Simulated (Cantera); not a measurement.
Cantera run:

```python
import numpy as np
import cantera as ct

gas_names = """
    F F2 N NF NF2 NF3 N2 Si SiF SiF2 SiF3 SiF4 SiN Si2 Si2N Si3
""".split()
cond_names = """
    Si(cr) Si(L) Si3N4(a)
""".split()


# ... load() reads the species with a 1 bar reference pressure and builds the phases ...
atoms = {
    'Si': {'Si': 1},
    'NF3': {'N': 1, 'F': 3},
    'N2': {'N': 2},
}
top_T = {'Si3N4(a)': 2400}  # K; cautious upper limits of use, not melting points


# ... equilibrate(T, P, feed) seeds the gas with the atoms and calls Mixture.equilibrate('TP', solver="vcs", rtol=1e-11, max_steps=5000) ...
results = []
feed = {'Si': 1, 'NF3': 6.2, 'N2': 0.34}  # mol
P = 1333.22  # Pa
for T in [500, 600, 700, 800, 900, 1000, 1100, 1200, 1300, 1400, 1500, 1600, 1700]:
    mix = equilibrate(T, P, feed)
    results.append((T, P, feed, dict(zip(mix.species_names, mix.species_moles))))

top = {s: max(r[3][s] / sum(r[3][g] for g in gas_names) for r in results) for s in gas_names}
cols = sorted((s for s in top if top[s] > 1e-06), key=lambda s: -top[s])[:9]
seen = [c for c in cond_names if any(r[3].get(c, 0) > 1e-12 for r in results)]
print("log10 of partial pressures in bar; condensed amounts in mol")
print(f"{'T/K':>10s}" + "".join(f"{s[:9]:>10s}" for s in cols + seen))
for T, P, feed, n in results:
    ng = sum(n[g] for g in gas_names)
    print(f"{T:10.4g}" + "".join(f"{np.log10(max(n[s] / ng * P / 1e5, 1e-99)):10.3f}" for s in cols)
          + "".join(f"{n.get(c, 0):10.4g}" for c in seen))
```

Result:

```
log10 of partial pressures in bar; condensed amounts in mol
       T/K         F       NF3        F2        N2      SiF4
       500    -7.638    -2.026    -4.757    -2.708    -2.713
       600    -5.479    -2.055    -3.253    -2.681    -2.725
       700    -4.037    -2.325    -2.391    -2.535    -2.814
       800    -3.155    -3.137    -2.150    -2.437    -2.933
       900    -2.591    -4.181    -2.211    -2.454    -2.986
      1000    -2.233    -5.323    -2.450    -2.516    -3.052
      1100    -2.063    -6.630    -2.894    -2.578    -3.115
      1200    -2.010    -7.973    -3.442    -2.607    -3.143
      1300    -1.996    -9.195    -3.971    -2.615    -3.151
      1400    -1.992   -10.263    -4.441    -2.617    -3.154
      1500    -1.991   -11.194    -4.853    -2.618    -3.154
      1600    -1.991   -12.009    -5.217    -2.618    -3.155
      1700    -1.991   -12.728    -5.538    -2.618    -3.155
```

Method: chemical equilibrium by Gibbs-energy minimisation in Cantera with the NASA 1993 tables (ideal gas, pure condensed phases).
